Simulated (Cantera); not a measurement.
Equilibrium for iron carbonyl, mercury and lead vapours: PbO + N2

Input: 1 mol PbO, 2.6 mol N2, equilibrated at 1598.15 K.

Equilibrium computed with Cantera from the NASA thermochemical tables; the gas is ideal and each condensed phase is pure. Candidate condensed phases: Pb, PbO, PbO2, Pb3O4; 12 gas species. Gases not in the tables: (PbO)n polymers. The numbers say what is thermodynamically allowed, not how fast it happens.

| P (Pa) | log p N2 | log p PbO | log p Pb | log p O2 | log p NO | log p O | n PbO(l) |
|---|---|---|---|---|---|---|---|
| 10 | -4.18 | -5.20 | -4.72 | -5.03 | -6.93 | -7.36 | 0 |
| 52 | -3.46 | -4.27 | -4.10 | -4.40 | -6.26 | -7.05 | 0 |
| 270 | -2.74 | -3.39 | -3.52 | -3.82 | -5.60 | -6.76 | 0 |
| 1400 | -2.01 | -2.57 | -2.97 | -3.28 | -4.97 | -6.49 | 0 |
| 7200 | -1.29 | -1.80 | -2.45 | -2.76 | -4.35 | -6.23 | 0 |
| 37000 | -0.48 | -1.55 | -2.28 | -2.60 | -3.86 | -6.15 | 0.739 |
| 190000 | 0.27 | -1.55 | -2.28 | -2.61 | -3.49 | -6.15 | 0.953 |
| 1000000 | 1.00 | -1.55 | -2.27 | -2.63 | -3.14 | -6.16 | 0.991 |
log p: log10 of the partial pressure in bar; n: condensed amount in mol.

From 0.000100 bar to 0.0720 bar nothing is condensed. From 0.370 bar to 10.0 bar the condensed part is PbO(l).
